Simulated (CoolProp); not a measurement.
Carbon dioxide along the isobar 6.42 MPa: Z from the reference equation and from simpler models built on Tc = 304.1 K, pc = 7.377 MPa, ω = 0.224; each cubic takes its own stable root.

Model: reference Helmholtz-energy equation of state, Span 1996, in CoolProp.

```csv
T (K),phase,reference
242.3,liquid,0.1280
268,liquid,0.1294
293.8,liquid,0.1470
319.5,gas,0.6844
345.2,gas,0.7817
370.9,gas,0.8396
396.6,gas,0.8787
422.3,gas,0.9067
448.1,gas,0.9277
473.8,gas,0.9438
499.5,gas,0.9563
```

How far does each simpler model (van der Waals, Peng-Robinson) lie from the reference over these 11 states: mean and median of the absolute difference, and the worst?


- van der Waals: mean 18.4 %, median 2.8 %, worst +66.5 % at 293.8 K and 6.42 MPa
- Peng-Robinson: mean 2.1 %, median 1.2 %, worst +8.5 % at 293.8 K and 6.42 MPa
